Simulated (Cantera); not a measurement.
Feed: 1 mol Si, 14 mol CO₂, 21 mol N₂, at 0.400 bar.

Equilibrium computed with Cantera from the NASA thermochemical tables; the gas is ideal and each condensed phase is pure. Candidate condensed phases: C, Si, SiC, SiO₂, Si₂N₂O, Si₃N₄; 34 gas species. The tables hold silica as quartz up to 1696 K and as liquid above; real silica turns to tridymite and cristobalite and melts near 1996 K. Rates play no part.

Problem. At 1975 K, list the 5 most abundant gas species with their mole fractions, and the condensed phases.

Solution. N₂ 0.600, CO₂ 0.342, CO 0.0575, NO 0.000137, O₂ 0.000102. Condensed: SiO₂(condensed).
